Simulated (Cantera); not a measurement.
**Al(CH₃)₃ + N₂ + H₂ + N₂O (aluminium nitride and oxide growth)**

Input: 1 mol Al(CH₃)₃, 1.2 mol N₂, 2.1 mol H₂, 34 mol N₂O, equilibrated at 575 °C and 3.10 mbar.

Method: chemical equilibrium by Gibbs-energy minimisation in Cantera with the NASA 1993 tables (ideal gas, pure condensed phases). Candidate condensed phases: Al, AlN, Al₂O₃, C, C₆H₆, C₇H₈, C₈H₁₈, H₂O; 148 gas species. The feed counts by its element totals alone. The numbers say what is thermodynamically allowed, not how fast it happens.

```yaml
x(N₂): 0.643
x(O₂): 0.182
x(H₂O): 0.121
x(CO₂): 0.0548
x(NO): 3.66e-6
n(Al₂O₃(s)): 0.500 mol
gas_amount: 54.75 mol
log10 activity of C(graphite) (absent): -24.89
log10 activity of Al(s) (absent): -40.99
```
